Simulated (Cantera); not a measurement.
Thermodynamics of roasting and sulfation, feed FeS + O2 + H2O

Input: 1 mol FeS, a varied amount of O2, 0.12 mol H2O, equilibrated at 1625 K and 1880 Torr.

Equilibrium computed with Cantera from the NASA thermochemical tables; the gas is ideal and each condensed phase is pure. Candidate condensed phases: Fe, FeO, Fe(OH)2, Fe(OH)3, FeS, FeSO4, FeS2, Fe2O3, Fe2(SO4)3, Fe3O4, H2O, H2SO4, S; 22 gas species. Metal and sulfide melt together well below either melting point, which pure phases cannot show. Mutual solubility and eutectic melting of coexisting phases are not modelled. The tables' stoichiometric FeO is somewhat more stable than real wüstite, so its field is too wide. FeO, FeS: taken at fixed stoichiometry. Equilibrium is a limit: real reactors are often held back by kinetics, nucleation or transport.

```json
[
 {"n(O2) (mol)": "0.42", "log p SO2": "0.18", "log p O2": "-7.30", "log p H2O": "-0.17", "log p S2": "-0.65", "log p SO3": "-5.15", "log p H2": "-1.58", "log p H2S": "-1.59", "n FeO(s)": "0.339", "n FeS(l)": "0.661", "n Fe2O3(s)": "0"},
 {"n(O2) (mol)": "0.57", "log p SO2": "0.22", "log p O2": "-7.28", "log p H2O": "-0.27", "log p S2": "-0.63", "log p SO3": "-5.10", "log p H2": "-1.68", "log p H2S": "-1.68", "n FeO(s)": "0.456", "n FeS(l)": "0.544", "n Fe2O3(s)": "0"},
 {"n(O2) (mol)": "0.77", "log p SO2": "0.25", "log p O2": "-7.26", "log p H2O": "-0.37", "log p S2": "-0.61", "log p SO3": "-5.07", "log p H2": "-1.80", "log p H2S": "-1.79", "n FeO(s)": "0.612", "n FeS(l)": "0.388", "n Fe2O3(s)": "0"},
 {"n(O2) (mol)": "1", "log p SO2": "0.26", "log p O2": "-7.25", "log p H2O": "-0.47", "log p S2": "-0.60", "log p SO3": "-5.04", "log p H2": "-1.90", "log p H2S": "-1.88", "n FeO(s)": "0.792", "n FeS(l)": "0.208", "n Fe2O3(s)": "0"},
 {"n(O2) (mol)": "1.4", "log p SO2": "0.32", "log p O2": "-6.98", "log p H2O": "-0.57", "log p S2": "-1.01", "log p SO3": "-4.85", "log p H2": "-2.13", "log p H2S": "-2.32", "n FeO(s)": "1.000", "n FeS(l)": "0", "n Fe2O3(s)": "0"},
 {"n(O2) (mol)": "1.9", "log p SO2": "0.29", "log p O2": "-0.54", "log p H2O": "-0.63", "log p S2": "<-11", "log p SO3": "-1.66", "log p H2": "-5.41", "log p H2S": "<-11", "n FeO(s)": "0", "n FeS(l)": "0", "n Fe2O3(s)": "0.500"},
 {"n(O2) (mol)": "2.6", "log p SO2": "0.10", "log p O2": "0.03", "log p H2O": "-0.82", "log p S2": "<-11", "log p SO3": "-1.57", "log p H2": "-5.88", "log p H2S": "<-11", "n FeO(s)": "0", "n FeS(l)": "0", "n Fe2O3(s)": "0.500"},
 {"n(O2) (mol)": "3.6", "log p SO2": "-0.08", "log p O2": "0.19", "log p H2O": "-0.99", "log p S2": "<-11", "log p SO3": "-1.67", "log p H2": "-6.14", "log p H2S": "<-11", "n FeO(s)": "0", "n FeS(l)": "0", "n Fe2O3(s)": "0.500"},
 {"n(O2) (mol)": "4.8", "log p SO2": "-0.23", "log p O2": "0.26", "log p H2O": "-1.14", "log p S2": "<-11", "log p SO3": "-1.78", "log p H2": "-6.33", "log p H2S": "<-11", "n FeO(s)": "0", "n FeS(l)": "0", "n Fe2O3(s)": "0.500"}
]
```
log p: log10 of the partial pressure in bar; n: condensed amount in mol.

From 0.42 mol O2 to 1 mol O2 the condensed part is FeO(s) + FeS(l). At 1.4 mol O2 the condensed part is FeO(s). From 1.9 mol O2 to 4.8 mol O2 the condensed part is Fe2O3(s). The main Fe-bearing gas is Fe(OH)2 throughout.
